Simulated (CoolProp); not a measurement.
A single-stage vapour-compression cycle with ethane: evaporating at 202.15 K (dew point), condensing at 235.15 K (bubble point), superheat 10 K, subcooling 0 K, compressor efficiency 0.65, no pressure losses. Each further row changes one setting.

The numbers come from the reference Helmholtz-energy equation of state, Bücker 2006 in CoolProp.

```json
[
 {"case": "as stated", "cooling COP": "3.33", "pressure ratio": "3.47", "discharge temperature (K)": "292.2", "refrigerating effect (kJ/kg)": "393", "volumetric capacity (kJ/m³)": "1690"},
 {"case": "evaporating temperature 207.15 K", "cooling COP": "4.10", "pressure ratio": "2.80", "discharge temperature (K)": "?", "refrigerating effect (kJ/kg)": "398", "volumetric capacity (kJ/m³)": "2100"},
 {"case": "condensing temperature 230.15 K", "cooling COP": "?", "pressure ratio": "?", "discharge temperature (K)": "281.3", "refrigerating effect (kJ/kg)": "406", "volumetric capacity (kJ/m³)": "1750"},
 {"case": "subcooling 5 K", "cooling COP": "3.44", "pressure ratio": "3.47", "discharge temperature (K)": "292.2", "refrigerating effect (kJ/kg)": "406", "volumetric capacity (kJ/m³)": "1750"},
 {"case": "superheat 20 K", "cooling COP": "3.28", "pressure ratio": "3.47", "discharge temperature (K)": "303.9", "refrigerating effect (kJ/kg)": "408", "volumetric capacity (kJ/m³)": "1670"},
 {"case": "compressor efficiency 0.55", "cooling COP": "?", "pressure ratio": "3.47", "discharge temperature (K)": "?", "refrigerating effect (kJ/kg)": "393", "volumetric capacity (kJ/m³)": "1690"}
]
```

What belongs in the gaps?


- evaporating temperature 207.15 K, discharge temperature (K): 283.7
- condensing temperature 230.15 K, cooling COP: 4.02
- condensing temperature 230.15 K, pressure ratio: 2.94
- compressor efficiency 0.55, cooling COP: 2.81
- compressor efficiency 0.55, discharge temperature (K): 303.7
